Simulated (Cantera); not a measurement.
Standard-state values (1 bar) from the NASA 1993 polynomials, evaluated with Cantera. Values are per mole of reaction as written; species without (g) are pure solids or liquids, kept so even where they would boil at 1 bar.

2 Li(g) + NO(g) → N(g) + Li₂O

```json
[
 {"T (K)": "600", "ΔH° (kJ)": "-531.4", "ΔS° (J/K)": "-287.4", "ΔG° (kJ)": "-359.0", "log10 K": "31.25"},
 {"T (K)": "700", "ΔH° (kJ)": "-529.1", "ΔS° (J/K)": "-283.8", "ΔG° (kJ)": "-330.4", "log10 K": "24.65"},
 {"T (K)": "800", "ΔH° (kJ)": "[?]", "ΔS° (J/K)": "[?]", "ΔG° (kJ)": "[?]", "log10 K": "[?]"},
 {"T (K)": "900", "ΔH° (kJ)": "-523.7", "ΔS° (J/K)": "-277.1", "ΔG° (kJ)": "-274.3", "log10 K": "15.92"},
 {"T (K)": "1000", "ΔH° (kJ)": "-520.7", "ΔS° (J/K)": "-273.9", "ΔG° (kJ)": "-246.8", "log10 K": "12.89"},
 {"T (K)": "1100", "ΔH° (kJ)": "[?]", "ΔS° (J/K)": "[?]", "ΔG° (kJ)": "[?]", "log10 K": "[?]"},
 {"T (K)": "1200", "ΔH° (kJ)": "[?]", "ΔS° (J/K)": "[?]", "ΔG° (kJ)": "[?]", "log10 K": "[?]"},
 {"T (K)": "1300", "ΔH° (kJ)": "-509.9", "ΔS° (J/K)": "-264.9", "ΔG° (kJ)": "-165.5", "log10 K": "6.65"}
]
```

Task: What belongs in the gaps?

Result: 
- 800, ΔH° (kJ): -526.5
- 800, ΔS° (J/K): -280.4
- 800, ΔG° (kJ): -302.2
- 800, log10 K: 19.73
- 1100, ΔH° (kJ): -517.1
- 1100, ΔS° (J/K): -270.9
- 1100, ΔG° (kJ): -219.1
- 1100, log10 K: 10.40
- 1200, ΔH° (kJ): -513.6
- 1200, ΔS° (J/K): -267.8
- 1200, ΔG° (kJ): -192.2
- 1200, log10 K: 8.37
